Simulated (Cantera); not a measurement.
An isothermal, constant-pressure homogeneous reactor starts with H2 : O2 : N2 = 0.01 : 1 : 3 (molar parts), at 1448 K and 0.00140 bar.

Detailed kinetics in Cantera: GRI-Mech 3.0 (53 species, 325 reactions). Radical loss at walls, strong at low pressure, is not modelled.

x: mole fraction; the columns are a selection and need not sum to one.

```
t (s)        x H2   x O2       x N2O       x H2O     x NO2         x H
--------  -------  -----  ----------  ----------  --------  ----------
3.00e-6   0.00249  0.249      <1e-12      <1e-12    <1e-12    8.69e-12
1.50e-5   0.00249  0.249      <1e-12      <1e-12    <1e-12    4.31e-11
7.54e-5   0.00249  0.249      <1e-12      <1e-12    <1e-12    2.06e-10
0.000378  0.00249  0.249      <1e-12    4.00e-12    <1e-12    8.33e-10
0.00189   0.00249  0.249      <1e-12    3.17e-10    <1e-12     1.99e-9
0.00950   0.00249  0.249      <1e-12     1.56e-8    <1e-12     5.16e-9
0.0476    0.00249  0.249    2.14e-12  (withheld)    <1e-12  (withheld)
0.239     1.26e-5  0.247    4.09e-10     0.00226    <1e-12     6.70e-5
1.20      9.51e-6  0.247     2.15e-9     0.00227    <1e-12     6.42e-5
6.00      9.27e-6  0.247  (withheld)     0.00227  1.07e-12     6.18e-5
```

Task: What belongs in the gaps?

Result: 
- 0.0476, x H2O: 2.30e-6
- 0.0476, x H: 1.96e-7
- 6.00, x N2O: 2.67e-9
